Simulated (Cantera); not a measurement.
A perfectly stirred reactor is fed with CH4 : CO : O2 : N2 : CO2 = 1 : 0.99 : 6.24 : 23.5 : 3.6 (molar parts), equivalence ratio 0.40, at 3750 Torr; it is adiabatic with a 775 K inlet, and is followed from long to short residence time, starting on the burning branch (τ in s: 0.15, 0.081, 0.042, 0.022, 0.012, 0.006, 0.0032, 0.0016, 0.00086, 0.00045, 0.00024, 0.00012, 6.4e-05).

Detailed kinetics in Cantera: GRI-Mech 3.0 (53 species, 325 reactions).

Problem. What does this change do: 1.4 parts H2 added?

Solution. 
```json
[
 {"quantity": "blow-out, bracketed by the residence times tried", "before": "burning at 0.860 ms, out at 0.450 ms", "after": "burning at 64.0 µs, the shortest tried"},
 {"quantity": "x(CH4) at τ = 0.150 s", "before": "6.62e-6", "after": "1.93e-6"},
 {"quantity": "x(CO) at τ = 0.150 s", "before": "0.000186", "after": "0.000145"},
 {"quantity": "x(O2) at τ = 0.150 s", "before": "0.108", "after": "0.0856"},
 {"quantity": "x(CH2O) at τ = 0.150 s", "before": "6.53e-7", "after": "2.16e-7"},
 {"quantity": "x(H2) at τ = 0.150 s", "before": "4.65e-6", "after": "1.77e-5"},
 {"quantity": "x(CH4) at τ = 3.20 ms", "before": "0.000100", "after": "2.91e-5"},
 {"quantity": "x(CO) at τ = 3.20 ms", "before": "0.00303", "after": "0.00169"},
 {"quantity": "x(O2) at τ = 3.20 ms", "before": "0.109", "after": "0.0862"},
 {"quantity": "x(CH2O) at τ = 3.20 ms", "before": "1.09e-5", "after": "3.70e-6"},
 {"quantity": "x(H2) at τ = 3.20 ms", "before": "7.48e-5", "after": "0.000176"}
]
```
